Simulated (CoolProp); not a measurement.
Vapour-liquid equilibrium of benzene (1) + cyclohexane (2) at 1810 kPa; x and y are mole fractions of (1).

Model: multi-fluid Helmholtz-energy mixture model, Thol 2012 and Zhou 2014; pair parameters Bell 2016, in CoolProp.

Problem. Give the bubble temperature and the first vapour's composition at x = 0.2, 0.35, 0.5. Is there an azeotrope?

Solution. x = 0.2: 215.9 °C, y = 0.223; x = 0.35: 214.1 °C, y = 0.373; x = 0.5: 213.0 °C, y = 0.514. y crosses x between x = 0.65 and 0.8: the model has an azeotrope there.

The pair parameters rest on a limited set of measurements; away from them the model extrapolates.
